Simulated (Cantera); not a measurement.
Standard-state values (1 bar) from the NASA 1993 polynomials, evaluated with Cantera. Values are per mole of reaction as written; species without (g) are pure solids or liquids, kept so even where they would boil at 1 bar.

a) 0.6667 Fe + Cl2(g) = 0.3333 Fe2Cl6(g)
b) 0.6667 B + Cl2(g) = 0.6667 BCl3(g)
c) Ca + Cl2(g) = CaCl2
d) 2 K + Cl2(g) = 2 KCl(g)
e) 2 Al + Cl2(g) = 2 AlCl(g)
f) Si + Cl2(g) = SiCl2(g)

Order these by ΔG° at 950 K, most negative first.

c (-648 kJ), d (-530 kJ), e (-262 kJ), b (-237 kJ), f (-204 kJ), a (-161 kJ)
